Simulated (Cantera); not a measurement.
A Cantera script and what it prints.

```python
import numpy as np
import cantera as ct

gas_names = """
    AL ALBr ALBr3 ALH ALN AL2 AL2Br6 Br Br2 H HBr H2 N NH NH2 NH3 N2 N2H2 N2H4
""".split()
cond_names = """
    AL(cr) AL(L) ALBr3(s) ALBr3(L) ALN(s) Br2(cr) Br2(L)
""".split()


# ... load() reads the species with a 1 bar reference pressure and builds the phases ...
atoms = {
    'AlBr3': {'AL': 1, 'Br': 3},
    'NH3': {'N': 1, 'H': 3},
    'H2': {'H': 2},
}
top_T = {'ALN(s)': 2750}  # K; cautious upper limits of use, not melting points


# ... equilibrate(T, P, feed) seeds the gas with the atoms and calls Mixture.equilibrate('TP', solver="vcs", rtol=1e-11, max_steps=5000) ...
results = []
feed = {'AlBr3': 1, 'NH3': 5.4, 'H2': 8.1}  # mol
P = 310  # Pa
for T in [848, 998, 1148, 1298, 1448, 1598, 1748, 1898, 2048, 2198]:
    mix = equilibrate(T, P, feed)
    results.append((T, P, feed, dict(zip(mix.species_names, mix.species_moles))))
    x = sorted(zip(gas.X, gas.species_names), reverse=True)
    print(f"T = {T:g} K  P = {P:g} Pa  gas = {mix.phase_moles(0):.4g} mol")
    print("   x: " + "  ".join(f"{s} {v:.3e}" for v, s in x if v > 0.0001))
    print("   condensed (mol): " + ("  ".join(f"{mix.phase(i).name} {mix.phase_moles(i):.4g}"
          for i in range(1, mix.n_phases) if mix.phase_moles(i) > 1e-12) or "none"))
```

Result:

```
T = 848 K  P = 310 Pa  gas = 19.9 mol
   x: H2 7.620e-01  N2 1.183e-01  HBr 1.040e-01  ALBr3 1.557e-02
   condensed (mol): ALN(s) 0.6902
T = 998 K  P = 310 Pa  gas = 19.9 mol
   x: H2 7.664e-01  N2 1.198e-01  HBr 9.527e-02  ALBr3 1.849e-02
   condensed (mol): ALN(s) 0.632
T = 1148 K  P = 310 Pa  gas = 19.9 mol
   x: H2 7.696e-01  N2 1.209e-01  HBr 8.882e-02  ALBr3 2.062e-02
   condensed (mol): ALN(s) 0.5897
T = 1298 K  P = 310 Pa  gas = 19.91 mol
   x: H2 7.717e-01  N2 1.217e-01  HBr 8.384e-02  ALBr3 2.205e-02  Br 4.460e-04  ALBr 2.595e-04
   condensed (mol): ALN(s) 0.5559
T = 1448 K  P = 310 Pa  gas = 20.07 mol
   x: H2 7.683e-01  N2 1.239e-01  HBr 7.736e-02  ALBr3 2.089e-02  ALBr 7.629e-03  Br 1.800e-03  H 1.451e-04
   condensed (mol): ALN(s) 0.4276
T = 1598 K  P = 310 Pa  gas = 20.81 mol
   x: H2 7.405e-01  N2 1.297e-01  HBr 7.499e-02  ALBr 4.044e-02  ALBr3 7.601e-03  Br 5.910e-03  H 8.227e-04
   condensed (mol): none
T = 1748 K  P = 310 Pa  gas = 21.09 mol
   x: H2 7.282e-01  N2 1.280e-01  HBr 7.636e-02  ALBr 4.634e-02  Br 1.647e-02  H 3.502e-03  ALBr3 1.027e-03
   condensed (mol): none
T = 1898 K  P = 310 Pa  gas = 21.36 mol
   x: H2 7.212e-01  N2 1.264e-01  HBr 6.228e-02  ALBr 4.641e-02  Br 3.140e-02  H 1.192e-02  AL 2.817e-04  ALBr3 1.098e-04
   condensed (mol): none
T = 2048 K  P = 310 Pa  gas = 21.8 mol
   x: H2 7.035e-01  N2 1.238e-01  Br 4.770e-02  HBr 4.535e-02  ALBr 4.451e-02  H 3.373e-02  AL 1.332e-03
   condensed (mol): none
T = 2198 K  P = 310 Pa  gas = 22.58 mol
   x: H2 6.612e-01  N2 1.196e-01  H 8.133e-02  Br 6.276e-02  ALBr 3.915e-02  HBr 3.092e-02  AL 5.083e-03
   condensed (mol): none
```

These are equilibrium values from Cantera (NASA tables, ideal gas, pure condensed phases), not measurements of a reactor.
